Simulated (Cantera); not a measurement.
Si + Cl2 + H2 (chlorosilane synthesis and conversion)

Input: 1 mol Si, 0.51 mol Cl2, 8.3 mol H2, equilibrated at 0.133 bar.

Equilibrium computed with Cantera from the NASA thermochemical tables; the gas is ideal and each condensed phase is pure. Candidate condensed phases: Si; 19 gas species. The tables' values for SiCl3 are old estimates; treat these amounts as uncertain. The numbers say what is thermodynamically allowed, not how fast it happens.

| T (K) | x H2 | x HCl | x SiCl4 | x SiHCl3 | n Si(s) |
|---|---|---|---|---|---|
| 850 | 0.965 | 0.00294 | 0.0205 | 0.0111 | 0.725 |
| 875 | 0.964 | 0.00392 | 0.0203 | 0.0110 | 0.727 |
| 900 | 0.963 | 0.00512 | 0.0201 | 0.0108 | 0.730 |
| 925 | 0.962 | 0.00658 | 0.0198 | 0.0105 | 0.733 |
| 950 | 0.961 | 0.00834 | 0.0195 | 0.0103 | 0.737 |
| 975 | 0.959 | 0.0104 | 0.0190 | 0.0100 | 0.742 |
| 1000 | 0.958 | 0.0128 | 0.0185 | 0.00972 | 0.747 |
| 1025 | 0.956 | 0.0156 | 0.0178 | 0.00937 | 0.753 |
| 1050 | 0.953 | 0.0188 | 0.0171 | 0.00898 | 0.759 |
| 1075 | 0.950 | 0.0223 | 0.0162 | 0.00854 | 0.766 |
| 1100 | 0.947 | 0.0262 | 0.0151 | 0.00805 | 0.773 |
| 1125 | 0.944 | 0.0304 | 0.0139 | 0.00751 | 0.780 |
x: gas mole fraction; n: condensed amount in mol.

From 850 K to 1125 K the condensed part is Si(s). The main Si-bearing gas is SiCl4 throughout. The share of Si in condensed phases is highest at 1125 K (78.0 %) and lowest at 850 K (72.5 %).
